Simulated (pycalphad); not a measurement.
CALPHAD calculation (pycalphad, COST 507 light-alloy database (1999)), 1 atm. These are 1990s assessments: newer ones move some temperatures and phases. The system is extrapolated from its subsystems; higher-order compounds may be missing. Amounts are mole fractions of atoms. Kinetics are ignored, which matters at the lower temperatures.

**Question.** Give the equilibrium state of Ti-1.665Al-0.1814C (wt.%) at 527 °C.

**Answer.** 
```
T = 800.00 K, P = 101325 Pa, N = 1 mol of atoms
G = -36952 J/mol, H = 9432 J/mol, S = 57.98 J/(mol K)  (SER reference)
chemical potentials (J/mol): Ti -32619, Al -133582, C -230535
phase             fraction      x(Ti)      x(Al)       x(C)
HCP_A3              0.9815     0.9700     0.0295   0.000456
FCC_A1              0.0185     0.6397    6.4e-15     0.3603
```

**Question.** Give the equilibrium state of Ti-1.665Al-0.1814C (wt.%) at 927 °C.

**Answer.** bcc, fraction 0.785, with 1.6 Al, 0.06 C wt.%; hcp, fraction 0.203, with 2.1 Al, 0.09 C wt.%; fcc, fraction 0.013, with <0.01 Al, 11.7 C wt.%.

FCC_A1 is fcc; HCP_A3 is hcp. The fcc model also describes the rock-salt carbide or nitride (TiC, TiN, HfC).
